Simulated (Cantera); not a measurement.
A perfectly stirred reactor is fed with C3H8 : H2 = 1 : 3.2 (molar parts), at 750 Torr; it is held at 1975 K, and followed from long to short residence time.

Detailed kinetics in Cantera: GRI-Mech 3.0 (53 species, 325 reactions). GRI-Mech 3.0 was tuned for natural gas; its chemistry of propane as a main component is partial and can be far from experiment. GRI-Mech 3.0 stops at C3 and has no aromatics, soot or wall deposition, so with more carbon than oxygen in the feed, carbon stays in small species such as C2H2 where larger ones or solid carbon would form.

Task: Predict: x(C3H8) at τ = 7.50 s; x(H2) at τ = 7.50 s; x(CH2) at τ = 7.50 s; x(CH4) at τ = 7.50 s; x(C2H4) at τ = 7.50 s; x(C3H8) at τ = 36.0 ms; x(H2) at τ = 36.0 ms; x(CH2) at τ = 36.0 ms; x(CH4) at τ = 36.0 ms; x(C2H4) at τ = 36.0 ms.

Result: 
```
Quantity                  Value
----------------------  -------
x(C3H8) at τ = 7.50 s   3.14e-8
x(H2) at τ = 7.50 s       0.786
x(CH2) at τ = 7.50 s    3.52e-7
x(CH4) at τ = 7.50 s    0.00580
x(C2H4) at τ = 7.50 s   0.00125
x(C3H8) at τ = 36.0 ms  6.52e-6
x(H2) at τ = 36.0 ms      0.775
x(CH2) at τ = 36.0 ms   1.23e-6
x(CH4) at τ = 36.0 ms    0.0210
x(C2H4) at τ = 36.0 ms  0.00134
```
